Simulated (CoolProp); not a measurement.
Vapour pressure (MPa) of R1233zd(E): the reference equation beside estimates from Tc = 165.7 °C, pc = 3.583 MPa, ω = 0.304.

Model: reference Helmholtz-energy equation of state, Akasaka 2022, in CoolProp.

```
T (°C)  reference  Lee-Kesler  Redlich-Kwong  Soave-Redlich-Kwong  Peng-Robinson
------  ---------  ----------  -------------  -------------------  -------------
-6.85     0.03561     0.03468        0.08250              0.03496        0.03574
-0.75     0.04694     0.04594         0.1038              0.04621        0.04701
5.35      0.06100     0.05998         0.1291              0.06022        0.06098
11.45     0.07824     0.07725         0.1587              0.07743        0.07811
17.55     0.09913     0.09825         0.1931              0.09835        0.09885
23.65      0.1242      0.1235         0.2326               0.1235         0.1237
29.75      0.1539      0.1535         0.2778               0.1535         0.1533
35.85      0.1890      0.1890         0.3290               0.1888         0.1882
41.95      0.2299      0.2303         0.3867               0.2302         0.2289
```

Absolute difference from the reference over all 9 rows, mean and median: Lee-Kesler 1.1 and 0.9 %, Redlich-Kwong 96.9 and 94.8 %, Soave-Redlich-Kwong 0.8 and 0.8 %, Peng-Robinson 0.3 and 0.4 %.
